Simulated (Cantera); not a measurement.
What does this Cantera script print?

```python
import numpy as np
import cantera as ct

gas_names = """
    CL CL2 H HCL H2 Si SiCL SiCL2 SiCL3 SiCL4 SiH SiHCL3 SiH2 SiH2CL2 SiH3 SiH3CL SiH4 Si2 Si3
""".split()
cond_names = """
    Si(cr) Si(L)
""".split()


# ... load() reads the species with a 1 bar reference pressure and builds the phases ...
atoms = {
    'SiH2Cl2': {'Si': 1, 'H': 2, 'CL': 2},
    'Cl2': {'CL': 2},
    'H2': {'H': 2},
}
top_T = {}  # K; cautious upper limits of use, not melting points


# ... equilibrate(T, P, feed) seeds the gas with the atoms and calls Mixture.equilibrate('TP', solver="vcs", rtol=1e-11, max_steps=5000) ...
results = []
feed = {'SiH2Cl2': 1, 'Cl2': 0.58, 'H2': 340}  # mol
T = 1675  # K
P = 2900  # Pa
mix = equilibrate(T, P, feed)
results.append((T, P, feed, dict(zip(mix.species_names, mix.species_moles))))
x = sorted(zip(gas.X, gas.species_names), reverse=True)
print(f"T = {T:g} K  P = {P:g} Pa  gas = {mix.phase_moles(0):.4g} mol")
print("   x: " + "  ".join(f"{s} {v:.3e}" for v, s in x if v > 1e-06))
print("   condensed (mol): " + ("  ".join(f"{mix.phase(i).name} {mix.phase_moles(i):.4g}"
      for i in range(1, mix.n_phases) if mix.phase_moles(i) > 1e-12) or "none"))
```

Result:

```
T = 1675 K  P = 2900 Pa  gas = 342.7 mol
   x: H2 9.903e-01  HCL 8.664e-03  H 6.785e-04  SiCL2 2.734e-04  Si 1.496e-05  SiH2 1.114e-05  CL 4.634e-06  SiH 4.259e-06  SiCL 4.258e-06
   condensed (mol): Si(cr) 0.8942
```

These are equilibrium values from Cantera (NASA tables, ideal gas, pure condensed phases), not measurements of a reactor. Gases not in the tables: Si2H6 and higher silanes.
